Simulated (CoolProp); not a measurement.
Saturation properties of ethane (Tc = 32.2 °C, pc = 4.872 MPa, ω = 0.099).

Computed with CoolProp (reference Helmholtz-energy equation of state, Bücker 2006).

| T (°C) | p (MPa) | enthalpy of vaporisation (kJ/kg) | surface tension (mN/m) | vapour viscosity (µPa s) | liquid conductivity (mW/(m K)) |
|---|---|---|---|---|---|
| -35.45 | 0.8998 | 400.9 | 8.07 | 7.78 | 119 |
| -32.15 | 0.9970 | 393.7 | 7.59 | 7.93 | 117 |
| -28.75 | 1.105 | 385.9 | 7.10 | 8.08 | 114 |
| -25.45 | 1.218 | 378.0 | 6.63 | 8.23 | 111 |
| -22.05 | 1.342 | 369.6 | 6.16 | 8.40 | 108 |
| -18.65 | 1.476 | 360.7 | 5.69 | 8.57 | 106 |
| -15.35 | 1.614 | 351.6 | 5.24 | 8.75 | 103 |
| -11.95 | 1.767 | 341.8 | 4.78 | 8.95 | … |
| -8.55 | 1.930 | 331.5 | 4.33 | 9.16 | 97.6 |
| -5.25 | 2.098 | 320.9 | 3.90 | 9.38 | 95.0 |
| -1.85 | 2.282 | 309.2 | 3.46 | 9.62 | 92.3 |
| 1.45 | 2.471 | 297.1 | 3.05 | … | 89.7 |
| 4.85 | … | … | 2.63 | 10.2 | 87.0 |

Question: Fill in the missing entries.

Answer: 
- -11.95, liquid conductivity (mW/(m K)): 100
- 1.45, vapour viscosity (µPa s): 9.88
- 4.85, p (MPa): 2.679
- 4.85, enthalpy of vaporisation (kJ/kg): 283.8

It boils at -88.6 °C under 1 atm.

Viscosity comes from a separate model (Friend 1991). Thermal conductivity comes from a separate model (Friend 1991). Surface tension comes from a separate correlation (Mulero 2012).
